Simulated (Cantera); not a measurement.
Cantera run:

```python
import numpy as np
import cantera as ct

gas_names = """
    N N2 Si SiN Si2 Si2N Si3
""".split()
cond_names = """
    Si(cr) Si(L) Si3N4(a)
""".split()


# ... load() reads the species with a 1 bar reference pressure and builds the phases ...
atoms = {
    'Si3N4': {'Si': 3, 'N': 4},
    'N2': {'N': 2},
}
top_T = {'Si3N4(a)': 2400}  # K; cautious upper limits of use, not melting points


# ... equilibrate(T, P, feed) seeds the gas with the atoms and calls Mixture.equilibrate('TP', solver="vcs", rtol=1e-11, max_steps=5000) ...
results = []
feed = {'Si3N4': 1, 'N2': 7.4}  # mol
P = 57000  # Pa
for T in [2473, 2523, 2573, 2623, 2673, 2723, 2773, 2823, 2873, 2923, 2973]:
    mix = equilibrate(T, P, feed)
    results.append((T, P, feed, dict(zip(mix.species_names, mix.species_moles))))

top = {s: max(r[3][s] / sum(r[3][g] for g in gas_names) for r in results) for s in gas_names}
cols = sorted((s for s in top if top[s] > 1e-05), key=lambda s: -top[s])[:6]
seen = [c for c in cond_names if any(r[3].get(c, 0) > 1e-12 for r in results)]
print("log10 of partial pressures in bar; condensed amounts in mol")
print(f"{'T/K':>10s}" + "".join(f"{s[:9]:>10s}" for s in cols + seen))
for T, P, feed, n in results:
    ng = sum(n[g] for g in gas_names)
    print(f"{T:10.4g}" + "".join(f"{np.log10(max(n[s] / ng * P / 1e5, 1e-99)):10.3f}" for s in cols)
          + "".join(f"{n.get(c, 0):10.4g}" for c in seen))
```

Result:

```
log10 of partial pressures in bar; condensed amounts in mol
       T/K        N2        Si       Si2       SiN      Si2N       Si3     Si(L)
      2473    -0.248    -2.412    -4.003    -3.515    -3.559    -4.761     2.917
      2523    -0.249    -2.250    -3.808    -3.386    -3.445    -4.575     2.881
      2573    -0.251    -2.093    -3.621    -3.262    -3.335    -4.396      2.83
      2623    -0.254    -1.943    -3.442    -3.144    -3.230    -4.224     2.761
      2673    -0.258    -1.798    -3.269    -3.030    -3.130    -4.058     2.666
      2723    -0.264    -1.659    -3.103    -2.922    -3.035    -3.900     2.537
      2773    -0.271    -1.525    -2.943    -2.818    -2.944    -3.747     2.362
      2823    -0.280    -1.396    -2.789    -2.719    -2.858    -3.600     2.127
      2873    -0.293    -1.271    -2.640    -2.626    -2.776    -3.458     1.808
      2923    -0.309    -1.151    -2.497    -2.538    -2.700    -3.322     1.374
      2973    -0.331    -1.035    -2.358    -2.456    -2.630    -3.190     0.775
```

Cantera equilibrium calculation (NASA polynomials, part measured and part estimated; ideal gas, pure solids and liquids). The tables' values for SiN are old estimates; treat these amounts as uncertain.
